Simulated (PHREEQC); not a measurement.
## City or well water: an equilibrium model

Synthetic water in mmol/kgw, 3.8 °C, pH 6.27, pe 12.8:

```csv
constituent,mmol/kgw
Na,2.4
K,0.216
Ca,0.341
Mg,0.192
Cl,0.412
S(6),0.825
Alkalinity (meq/kgw),1.59
Sr,0.00115
Cu(2),0.000471
```

Valence states are taken as typed.

All values are PHREEQC results (ion-association model, phreeqc.dat), not measurements.

Precipitation was switched off in this run.

Problem. Estimate the specific conductance.

Solution. specific conductance 221 µS/cm.

Problem. In which forms is Sr present?

Solution. Sr+2 93 %, SrSO4 6.2 %, SrHCO3+ 0.8 % of the Sr.

Constants without temperature data keep their 25 °C values here.
